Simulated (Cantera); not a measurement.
Input (Python, Cantera):

```python
import numpy as np
import cantera as ct

gas = ct.Solution("gri30.yaml")
gas.TPX = 1848, 47, {'C3H8': 1, 'H2': 4.5}
reactor = ct.IdealGasConstPressureReactor(gas, energy="off", clone=False)
net = ct.ReactorNet([reactor])
net.rtol, net.atol = 1e-08, 1e-18
show = ['C3H8', 'H2', 'C2H2', 'C2H', 'C2H4', 'CH2', 'C2H6']
times = np.geomspace(0.0001, 30, 11)

steps = ct.SolutionArray(gas, extra=["t"])
rows = []
print(f"{'t/s':>10s}{'T/K':>9s}{'P/Pa':>11s}" + "".join(f"{s:>11s}" for s in show))
for t in times:
    while net.time < t:
        t_next = net.step()
        steps.append(gas.state, t=t_next)
    rows.append([np.interp(t, steps.t, y) for y in (steps.T, steps.P, *steps(*show).X.T)])
    print(f"{t:10.3e}{rows[-1][0]:9.1f}{rows[-1][1]:11.4g}" + "".join(f"{x:11.3e}" for x in rows[-1][2:]))
rate = np.gradient(steps.T, steps.t)
print("integrator steps:", len(steps.t))
if steps.T.max() > steps.T[0] + 200:
    print(f"time of steepest temperature rise: {steps.t[rate.argmax()]:.4e} s")
gas.TPX = 1848, 47, {'C3H8': 1, 'H2': 4.5}
gas.equilibrate("TP")
print(f"equilibrium (TP): T = {gas.T:.1f} K  " + "  ".join(f"{s} {gas[s].X[0]:.3e}" for s in show))
```

Output:

```
       t/s      T/K       P/Pa       C3H8         H2       C2H2        C2H       C2H4        CH2       C2H6
 1.000e-04   1848.0         47  1.714e-01  8.108e-01  1.684e-07  8.085e-13  8.419e-04  4.573e-07  1.363e-04
 3.529e-04   1848.0         47  1.415e-01  7.904e-01  1.479e-05  3.586e-10  1.008e-02  1.697e-05  1.166e-03
 1.246e-03   1848.0         47  5.246e-02  7.137e-01  1.747e-03  1.732e-07  6.122e-02  1.433e-04  3.515e-03
 4.397e-03   1848.0         47  6.113e-05  6.723e-01  5.279e-02  1.212e-05  5.944e-02  1.380e-04  3.835e-04
 1.552e-02   1848.0         47  1.066e-07  7.110e-01  1.077e-01  1.183e-05  1.811e-02  5.585e-05  1.119e-04
 5.477e-02   1848.0         47  2.210e-08  7.383e-01  1.320e-01  8.415e-06  4.620e-03  2.622e-05  4.600e-05
 1.933e-01   1848.0         47  4.189e-09  7.624e-01  1.463e-01  6.332e-06  1.562e-03  1.329e-05  1.679e-05
 6.823e-01   1848.0         47  7.142e-10  7.862e-01  1.588e-01  6.105e-06  5.026e-04  8.234e-06  5.343e-06
 2.408e+00   1848.0         47  5.270e-11  8.074e-01  1.697e-01  7.879e-06  9.046e-05  5.665e-06  9.096e-07
 8.500e+00   1848.0         47  4.545e-13  8.158e-01  1.749e-01  1.445e-05  7.310e-06  3.229e-06  3.310e-08
 3.000e+01   1848.0         47  6.590e-17  8.095e-01  1.750e-01  3.530e-05  1.579e-06  7.184e-07  7.000e-11
integrator steps: 1639
equilibrium (TP): T = 1848.0 K  C3H8 7.440e-20  H2 8.034e-01  C2H2 1.745e-01  C2H 5.111e-05  C2H4 1.107e-06  CH2 1.021e-07  C2H6 4.235e-13
```

Cantera simulation using GRI-Mech 3.0 (53 species, 325 reactions); the numbers are that mechanism's predictions, not measurements. GRI-Mech 3.0 was tuned for natural gas; its chemistry of propane as a main component is partial and can be far from experiment. GRI-Mech 3.0 stops at C3 and has no aromatics, soot or wall deposition, so with more carbon than oxygen in the feed, carbon stays in small species such as C2H2 where larger ones or solid carbon would form. Radical loss at walls, strong at low pressure, is not modelled.
